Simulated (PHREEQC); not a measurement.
0.25 g of hydrous ferric oxide (600 m²/g; 0.2 weak and 0.005 strong sites per Fe, Dzombak-Morel constants, diffuse double layer) in 1 kg of water with 0.005 mol/kgw of an inert sodium salt and 6.6e-06 mol H3BO3, at 25 °C; the pH is set by adding NaOH or the inert anion's acid. O2 is buffered at 0.21 atm. No CO2 enters from the air. Nothing may precipitate in this run.

Base run: PHREEQC, ion-association model, wateq4f.dat. Each further column changes one thing. The table gives surface charge σ (C/m²).

| pH | base | background salt from 0.005 to 0.0005 mol/kgw | oxide from 0.25 to 1.2 g/kgw | 0.0013 mol/kgw Na2SeO4 added |
|---|---|---|---|---|
| 3 | 0.304 | ? | 0.309 | 0.026 |
| 4.12 | 0.170 | ? | 0.174 | 0.024 |
| 4.88 | 0.099 | ? | 0.101 | 0.022 |
| 6 | 0.038 | ? | 0.038 | 0.017 |
| 7.12 | 0.011 | 0.004 | 0.011 | 0.009 |
| 7.88 | 0.002 | 0.001 | 0.002 | 0.002 |
| 9 | -0.009 | -0.003 | -0.009 | ? |

Q: Fill in the missing entries.

A: 
- 3, background salt from 0.005 to 0.0005 mol/kgw: 0.243
- 4.12, background salt from 0.005 to 0.0005 mol/kgw: 0.090
- 4.88, background salt from 0.005 to 0.0005 mol/kgw: 0.044
- 6, background salt from 0.005 to 0.0005 mol/kgw: 0.014
- 9, 0.0013 mol/kgw Na2SeO4 added: -0.012

The oxide is taken as insoluble; below pH 4 it would dissolve.
